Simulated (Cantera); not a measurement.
An adiabatic, constant-pressure homogeneous reactor starts with 3.67 % CH4, 2.64 % CO, 19.6 % O2, 74.0 % N2, at 1400 K and 0.987 atm.

Detailed kinetics in Cantera: GRI-Mech 3.0 (53 species, 325 reactions).

**Question.** Predict: time of steepest temperature rise; temperature at 5.00 s; equilibrium temperature; x(CO) at 5.00 s; x(O2) at 5.00 s; x(N2O) at 5.00 s; x(OH) at 5.00 s; x(H) at 5.00 s.

**Answer.** 
| Property | Value |
|---|---|
| time of steepest temperature rise | 2.17 ms |
| temperature at 5.00 s | 2295 K |
| equilibrium temperature | 2295 K |
| x(CO) at 5.00 s | 0.00215 (gas-phase equilibrium 0.00215) |
| x(O2) at 5.00 s | 0.105 (gas-phase equilibrium 0.105) |
| x(N2O) at 5.00 s | 5.76e-7 (gas-phase equilibrium 5.76e-7) |
| x(OH) at 5.00 s | 0.00511 (gas-phase equilibrium 0.00511) |
| x(H) at 5.00 s | 0.000200 (gas-phase equilibrium 0.000200) |
